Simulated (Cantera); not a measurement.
A jet of 3.80 % CH4, 10.3 % O2, 85.9 % N2, equivalence ratio 0.74 at 300 K and 32000 Pa hits a platinum plate 9.2 cm away at a mass flux of 0.024 kg/m²/s; the plate temperature is set and raised in steps from an oxygen-covered start.

Model: Deutschmann's 1995 Pt surface mechanism with GRI-Mech 3.0 gas chemistry, integrated in Cantera. Catalytic surfaces can have several steady states; this one follows from the mechanism file's or the stated starting coverage.

x: mole fraction at the wall; θ: surface coverage.

```csv
plate T (K),wall x CH4,wall x O2,wall x H2O,wall x OH,wall x CO,wall x CO2,θ free Pt,θ O*,θ OH*
850,0.0179,0.0603,0.0379,<1e-8,4.48e-6,0.0247,0.116,0.881,[?]
900,0.00897,0.0416,0.0543,2.79e-8,3.31e-6,0.0356,0.186,0.810,0.00339
950,0.00489,0.0330,0.0617,7.54e-8,2.54e-6,0.0405,0.260,0.737,0.00333
1000,0.00301,0.0291,0.0650,1.90e-7,2.13e-6,0.0428,0.333,0.664,[?]
1050,0.00204,0.0271,0.0666,4.36e-7,1.93e-6,0.0439,0.405,0.593,[?]
1100,0.00148,0.0261,0.0674,9.18e-7,1.87e-6,0.0444,0.473,0.525,[?]
1150,0.00104,0.0259,0.0677,1.82e-6,2.50e-6,0.0444,0.536,0.461,[?]
1200,0.000670,0.0252,0.0685,3.37e-6,3.57e-6,0.0446,0.598,0.400,[?]
```

Q: Some entries are withheld; supply them.

A: 
- 850, θ OH*: 0.00293
- 1000, θ OH*: 0.00306
- 1050, θ OH*: 0.00273
- 1100, θ OH*: 0.00239
- 1150, θ OH*: 0.00208
- 1200, θ OH*: 0.00181
